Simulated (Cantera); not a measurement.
A Cantera script and what it prints.

```python
import numpy as np
import cantera as ct

gas_names = """
    H HNO HNO2 HNO3 HO2 H2 H2O H2O2 N NH NH2 NH3 NH2OH NO NO2 NO3 N2 N2H2 N2H4 N2O O OH O2 O3 Si SiH
    SiH2 SiH3 SiH4 SiN SiO SiO2 Si2 Si2N Si3
""".split()
cond_names = """
    H2O(s) H2O(L) Si(cr) Si(L) SiO2(Lqz) SiO2(hqz) SiO2(L) Si2N2O(s) Si3N4(a)
""".split()


# ... load() reads the species with a 1 bar reference pressure and builds the phases ...
atoms = {
    'Si3N4': {'Si': 3, 'N': 4},
    'H2O': {'H': 2, 'O': 1},
    'N2': {'N': 2},
    'O2': {'O': 2},
}
top_T = {'Si2N2O(s)': 2100, 'Si3N4(a)': 2400}  # K; cautious upper limits of use, not melting points


# ... equilibrate(T, P, feed) seeds the gas with the atoms and calls Mixture.equilibrate('TP', solver="vcs", rtol=1e-11, max_steps=5000) ...
results = []
feed = {'Si3N4': 1, 'H2O': 1.6, 'N2': 47, 'O2': 1.1}  # mol
T = 1248.15  # K
P = 101325  # Pa
mix = equilibrate(T, P, feed)
results.append((T, P, feed, dict(zip(mix.species_names, mix.species_moles))))
x = sorted(zip(gas.X, gas.species_names), reverse=True)
print(f"T = {T:g} K  P = {P:g} Pa  gas = {mix.phase_moles(0):.4g} mol")
print("   x: " + "  ".join(f"{s} {v:.3e}" for v, s in x if v > 1e-06))
print("   condensed (mol): " + ("  ".join(f"{mix.phase(i).name} {mix.phase_moles(i):.4g}"
      for i in range(1, mix.n_phases) if mix.phase_moles(i) > 1e-12) or "none"))
```

It prints:

```
T = 1248.15 K  P = 101325 Pa  gas = 49.87 mol
   x: N2 9.679e-01  H2 3.207e-02  H2O 1.282e-05
   condensed (mol): SiO2(hqz) 1.533  Si2N2O(s) 0.7335
```

Equilibrium computed with Cantera from the NASA thermochemical tables; the gas is ideal and each condensed phase is pure. Mutual solubility and eutectic melting of coexisting phases are not modelled. The tables hold silica as quartz up to 1696 K and as liquid above; real silica turns to tridymite and cristobalite and melts near 1996 K.
